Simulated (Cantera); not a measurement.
# Low-pressure radical oxidation in H2/O2

An isothermal, constant-pressure homogeneous reactor starts with H₂ : O₂ = 0.026 : 1 (molar parts), at 1125 K and 20.0 Torr.

Model: the H2/O2 subset of GRI-Mech 3.0, which has no nitrogen chemistry, integrated in Cantera. Radical loss at walls, strong at low pressure, is not modelled.

```
t (s)         x H₂   x O₂       x H      x OH       x O    x H₂O₂     x H₂O
--------  --------  -----  --------  --------  --------  --------  --------
4.00e-6     0.0253  0.975  3.75e-11  2.44e-12  2.47e-12    <1e-12    <1e-12
9.72e-6     0.0253  0.975  8.37e-11  1.34e-11  1.37e-11    <1e-12    <1e-12
2.36e-5     0.0253  0.975  1.72e-10  6.64e-11  7.06e-11    <1e-12  7.66e-12
5.74e-5     0.0253  0.975  3.26e-10  2.84e-10  3.28e-10    <1e-12  8.48e-11
0.000139    0.0253  0.975  7.19e-10   1.10e-9   1.48e-9    <1e-12  8.23e-10
0.000339    0.0253  0.975   3.05e-9   6.06e-9   9.41e-9  1.19e-12   9.18e-9
0.000823    0.0253  0.975   7.18e-8   1.52e-7   2.47e-7  7.76e-12   3.14e-7
0.00200     0.0245  0.974  0.000134  0.000270  0.000448   5.65e-9  0.000590
0.00486   0.000347  0.958   0.00241   0.00154    0.0151   1.21e-7    0.0231
0.0118    0.000155  0.964   0.00106   0.00108   0.00953   9.66e-8    0.0243
0.0287     6.45e-5  0.970  0.000280  0.000693   0.00395   9.10e-8    0.0251
0.0697     1.75e-5  0.973   4.00e-5  0.000362   0.00108   7.33e-8    0.0254
0.169      3.66e-6  0.974   4.01e-6  0.000169  0.000233   4.59e-8    0.0256
0.412      7.39e-7  0.974   3.82e-7   7.73e-5   4.85e-5   2.20e-8    0.0256
1.00       1.65e-7  0.974   4.22e-8   3.72e-5   1.12e-5   8.77e-9    0.0256
```
x: mole fraction; the columns are a selection and need not sum to one.

Equilibrium at this temperature and pressure: H₂ 3.86e-10, O₂ 0.974, H 5.38e-12, OH 1.86e-6, O 2.81e-8, H₂O₂ 4.85e-11, H₂O 0.0257 (gas phase only).
